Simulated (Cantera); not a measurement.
Charge: 1 mol Si2Cl6, 0.57 mol Cl2, 50 mol H2, 0.051 mol HCl, held at 750 Torr.

Cantera equilibrium calculation (NASA polynomials, part measured and part estimated; ideal gas, pure solids and liquids). Candidate condensed phases: Si; 19 gas species. The feed counts by its element totals alone. The tables' values for SiCl3 are old estimates; treat these amounts as uncertain. Gases not in the tables: Si2H6 and higher silanes. The numbers say what is thermodynamically allowed, not how fast it happens.

x: gas mole fraction; n: condensed amount in mol.

```csv
T (K),x H2,x HCl,x SiCl2,x SiCl4,x SiHCl3,n Si(s),n Si(l)
1150,0.943,0.0225,0.00118,0.0163,0.0139,0.226,0
1200,0.938,0.0295,0.00220,0.0145,0.0125,0.303,0
1250,0.932,0.0374,0.00378,0.0124,0.0109,0.380,0
1300,0.925,0.0457,0.00603,0.00995,0.00917,0.449,0
1350,0.918,___,___,___,___,0.504,0
1400,0.911,___,___,___,___,0.542,0
1450,0.906,0.0670,0.0153,0.00335,0.00390,0.564,0
1500,0.902,0.0714,0.0181,0.00202,0.00264,0.573,0
1550,0.899,0.0743,0.0205,0.00117,0.00173,0.573,0
1600,0.897,0.0761,0.0222,0.000659,0.00112,0.567,0
1650,0.896,0.0771,0.0236,0.000371,0.000724,0.558,0
1700,0.895,0.0780,0.0244,0.000212,0.000470,0,0.559
```

Fill in the missing entries.


- 1400, x HCl: 0.0611
- 1400, x SiCl2: 0.0121
- 1400, x SiCl4: 0.00520
- 1400, x SiHCl3: 0.00549
- 1350, x HCl: 0.0538
- 1350, x SiCl2: 0.00888
- 1350, x SiCl4: 0.00748
- 1350, x SiHCl3: 0.00730
